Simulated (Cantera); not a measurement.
Thermodynamics of roasting and sulfation, feed FeS + SO2 + O2

Feed: 1 mol FeS, 0.27 mol SO2, 8.6 mol O2, held at 0.0360 bar.

Equilibrium computed with Cantera from the NASA thermochemical tables; the gas is ideal and each condensed phase is pure. Candidate condensed phases: Fe, FeO, FeS, FeSO4, FeS2, Fe2O3, Fe2(SO4)3, Fe3O4, S; 12 gas species. Rates play no part.

```
T (K)  log p O2  log p SO2  log p SO3  log p O  n Fe2O3(s)  n Fe3O4(s)
-----  --------  ---------  ---------  -------  ----------  ----------
1223      -1.52      -2.26      -3.69    -8.15       0.500           0
1273      -1.52      -2.26      -3.85    -7.73       0.500           0
1323      -1.52      -2.26      -4.00    -7.33       0.500           0
1373      -1.52      -2.25      -4.13    -6.97       0.500           0
1423      -1.52      -2.25      -4.26    -6.63       0.500           0
1473      -1.52      -2.25      -4.38    -6.31       0.500           0
1523      -1.52      -2.25      -4.49    -6.02       0.500           0
1573      -1.52      -2.25      -4.59    -5.74       0.500           0
1623      -1.52      -2.26      -4.69    -5.48           0       0.333
1673      -1.52      -2.26      -4.78    -5.23           0       0.333
1723      -1.52      -2.25      -4.87    -5.00           0       0.333
1773      -1.52      -2.25      -4.95    -4.79           0       0.333
```
log p: log10 of the partial pressure in bar; n: condensed amount in mol.

From 1223 K to 1573 K the condensed part is Fe2O3(s). From 1623 K to 1773 K the condensed part is Fe3O4(s).
